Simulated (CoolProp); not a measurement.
Vapour-liquid equilibrium of ethanol (1) + cyclohexane (2) at 140.85 °C; x and y are mole fractions of (1).

Computed with CoolProp (multi-fluid Helmholtz-energy mixture model, Schroeder 2014 and Zhou 2014; pair parameters Bell 2016).

| x | bubble pressure (kPa) | y at the bubble point | dew pressure at overall composition x (kPa) | liquid density (mol/L) |
|---|---|---|---|---|
| 0.05 | 565.2 | 0.205 | 481.0 | ___ |
| 0.125 | 679.5 | 0.363 | 518.9 | 8.124 |
| 0.2 | 753.9 | 0.449 | ___ | 8.368 |
| 0.275 | 801.6 | 0.503 | 612.1 | 8.647 |
| 0.35 | 832.5 | 0.540 | 668.8 | 8.966 |
| 0.425 | ___ | 0.570 | 732.5 | ___ |
| 0.5 | 866.8 | 0.597 | 799.4 | 9.749 |
| 0.575 | 875.7 | ___ | 855.8 | ___ |
| 0.65 | 879.8 | 0.658 | 879.4 | 10.77 |
| 0.725 | 877.7 | 0.699 | 873.2 | 11.38 |
| 0.8 | 867.0 | 0.751 | 852.2 | 12.08 |
| 0.875 | 844.5 | 0.822 | 824.5 | 12.86 |
| 0.95 | 807.6 | ___ | ___ | 13.74 |

Fill in the missing entries.


- 0.05, liquid density (mol/L): 7.908
- 0.2, dew pressure at overall composition x (kPa): 562.3
- 0.425, bubble pressure (kPa): 852.9
- 0.425, liquid density (mol/L): 9.331
- 0.575, y at the bubble point: 0.625
- 0.575, liquid density (mol/L): 10.23
- 0.95, y at the bubble point: 0.918
- 0.95, dew pressure at overall composition x (kPa): 794.4

y crosses x between x = 0.65 and 0.725: the model has an azeotrope there.

Pair parameters are fitted to limited data, so mixtures are less certain than the pure fluids.
